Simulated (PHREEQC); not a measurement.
Make-up at 25 °C: 0.0017 mol/kgw Cu(BF4)2, 0.011 mol/kgw HCl and 0.0013 mol/kgw NaCl. Closed to the air; pH follows from the charge balance.

Equilibrium calculation in PHREEQC: ion-association model, phreeqc.dat.

This is a speciation only: nothing precipitates in the calculation.

**Question.** Predict the pH, ionic strength.

**Answer.** pH 2.04; ionic strength 0.0166 mol/kgw.

**Question.** In which forms is F present?

**Answer.** BF4- 60 %, HF 32 %, BF3OH- 3.7 %, F- 2.7 %, BF2(OH)2- 0.8 % of the F.

Species that the database lacks are ignored. Real BF4- forms and hydrolyses slowly; the run takes it at equilibrium.
